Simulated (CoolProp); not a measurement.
A closed Brayton cycle with dry air: compressor inlet 324.15 K and 4.3 MPa, high pressure 13.7 MPa, turbine inlet 965 K, compressor efficiency 0.85, turbine efficiency 0.9, recuperator effectiveness 0.8 (on enthalpy, no pinch check). Each further row changes one setting.

Model: reference Helmholtz-energy equation of state, Lemmon 2000, in CoolProp. It is a pseudo-pure fit of the blend.

| case | thermal efficiency (%) | net work (kJ/kg) | compressor to turbine work | compressor exit (K) | turbine exit (K) |
|---|---|---|---|---|---|
| as stated | 32.4 | 103 | 0.60 | 474.6 | 739.8 |
| turbine inlet 915 K | 30.3 | ___ | 0.63 | 474.6 | 699.6 |
| compressor inlet 334.15 K | ___ | ___ | ___ | ___ | 739.8 |
| high pressure 11.6 MPa | 32.4 | 95.9 | 0.57 | 450.0 | 768.7 |
| recuperator effectiveness 0.5 | 25.6 | 103 | 0.60 | 474.6 | 739.8 |

Problem. Complete the blanks.

Solution. 
- turbine inlet 915 K, net work (kJ/kg): 89.3
- compressor inlet 334.15 K, thermal efficiency (%): 31.2
- compressor inlet 334.15 K, net work (kJ/kg): 97.8
- compressor inlet 334.15 K, compressor to turbine work: 0.62
- compressor inlet 334.15 K, compressor exit (K): 488.9
